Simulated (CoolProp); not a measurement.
c-C4F8 (RC318) at several states: Z from the reference equation and from simpler models built on Tc = 115.2 °C, pc = 2.778 MPa, ω = 0.355; each cubic takes its own stable root.

Model: reference Helmholtz-energy equation of state, Platzer 1990, in CoolProp. This equation is an older, rougher fit; its heat capacities, sound speeds and derivatives of the liquid may be far off and weren't checked against measurements.

```tsv
T (°C)	p (MPa)	phase	reference	van der Waals	Redlich-Kwong
226.25	0.0668	gas	0.9969	0.9962	0.9961
220.65	0.0583	gas	0.9971	0.9966	0.9965
45.85	0.804	liquid	0.04297	___	___
175.65	1.75	gas	0.8676	___	___
118.05	0.095	gas	0.9889	0.9899	0.9885
```

What belongs in the gaps?


- 45.85, van der Waals: 0.8398
- 45.85, Redlich-Kwong: 0.7947
- 175.65, van der Waals: 0.8536
- 175.65, Redlich-Kwong: 0.8497

At some of these states van der Waals, Redlich-Kwong gives the other phase, because its saturation line lies elsewhere.
